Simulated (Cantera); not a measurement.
An isothermal, constant-pressure homogeneous reactor starts with CH₃OH : O₂ : N₂ = 0.0033 : 0.0057 : 1 (molar parts), equivalence ratio 0.87, at 1150 K and 6450 Torr. Integrator tolerance rtol = 1e-08.

Computed with Cantera and GRI-Mech 3.0 (53 species, 325 reactions). GRI-Mech 3.0 was tuned for natural gas; its chemistry of methanol as a main component is partial and can be far from experiment.

Task: What does this change do: temperature 1150 to 1500 K?

Result: 
```
quantity                                               before                                      after
------------------  -----------------------------------------  -----------------------------------------
x(CH₃OH) at 10.0 s      <1e-12 (gas-phase equilibrium <1e-12)      <1e-12 (gas-phase equilibrium <1e-12)
x(O₂) at 10.0 s     0.000742 (gas-phase equilibrium 0.000738)  0.000740 (gas-phase equilibrium 0.000702)
x(HO₂) at 10.0 s    5.49e-11 (gas-phase equilibrium 4.74e-11)    1.23e-9 (gas-phase equilibrium 1.18e-9)
x(CH₂O) at 10.0 s       <1e-12 (gas-phase equilibrium <1e-12)      <1e-12 (gas-phase equilibrium <1e-12)
x(NO) at 10.0 s       1.18e-8 (gas-phase equilibrium 8.77e-6)    2.43e-6 (gas-phase equilibrium 7.96e-5)
x(NO₂) at 10.0 s     4.74e-11 (gas-phase equilibrium 3.30e-8)    2.26e-9 (gas-phase equilibrium 7.21e-8)
x(HCO) at 10.0 s        <1e-12 (gas-phase equilibrium <1e-12)      <1e-12 (gas-phase equilibrium <1e-12)
```
